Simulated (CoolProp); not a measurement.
Saturation properties of C3F8 (R218) (Tc = 345.0 K, pc = 2.640 MPa, ω = 0.317).

Computed with CoolProp (reference Helmholtz-energy equation of state, Lemmon 2006). It is a short technical equation, of lower accuracy than the large ones.

```json
[
 {"T (K)": "157.8", "p (MPa)": "0.0003099", "liquid density (kg/m³)": "1894", "vapour density (kg/m³)": "0.04446", "enthalpy of vaporisation (kJ/kg)": "130.5", "liquid cp (kJ/(kg K))": "0.8300", "surface tension (mN/m)": "20.5"},
 {"T (K)": "167.5", "p (MPa)": "0.0009054", "liquid density (kg/m³)": "1860", "vapour density (kg/m³)": "0.1225", "enthalpy of vaporisation (kJ/kg)": "127.4", "liquid cp (kJ/(kg K))": "0.8450", "surface tension (mN/m)": "19.2"},
 {"T (K)": "177.1", "p (MPa)": "0.002283", "liquid density (kg/m³)": "1827", "vapour density (kg/m³)": "0.2926", "enthalpy of vaporisation (kJ/kg)": "124.5", "liquid cp (kJ/(kg K))": "0.8608", "surface tension (mN/m)": "17.9"},
 {"T (K)": "186.7", "p (MPa)": "0.005143", "liquid density (kg/m³)": "1793", "vapour density (kg/m³)": "0.6273", "enthalpy of vaporisation (kJ/kg)": "121.5", "liquid cp (kJ/(kg K))": "0.8772", "surface tension (mN/m)": "16.7"},
 {"T (K)": "196.4", "p (MPa)": "0.01062", "liquid density (kg/m³)": "1759", "vapour density (kg/m³)": "1.237", "enthalpy of vaporisation (kJ/kg)": "118.5", "liquid cp (kJ/(kg K))": "0.8946", "surface tension (mN/m)": "15.4"},
 {"T (K)": "206", "p (MPa)": "___", "liquid density (kg/m³)": "1725", "vapour density (kg/m³)": "2.246", "enthalpy of vaporisation (kJ/kg)": "115.5", "liquid cp (kJ/(kg K))": "0.9125", "surface tension (mN/m)": "___"},
 {"T (K)": "215.7", "p (MPa)": "0.03575", "liquid density (kg/m³)": "1690", "vapour density (kg/m³)": "3.849", "enthalpy of vaporisation (kJ/kg)": "112.3", "liquid cp (kJ/(kg K))": "0.9314", "surface tension (mN/m)": "13.0"},
 {"T (K)": "225.3", "p (MPa)": "___", "liquid density (kg/m³)": "1654", "vapour density (kg/m³)": "6.221", "enthalpy of vaporisation (kJ/kg)": "109.1", "liquid cp (kJ/(kg K))": "0.9510", "surface tension (mN/m)": "11.8"}
]
```

Question: Some entries are withheld; supply them.

Answer: 
- 206, p (MPa): 0.02010
- 206, surface tension (mN/m): 14.2
- 225.3, p (MPa): 0.05967

It boils at 236.4 K under 1 atm.

Surface tension comes from a separate correlation (Mulero 2012).
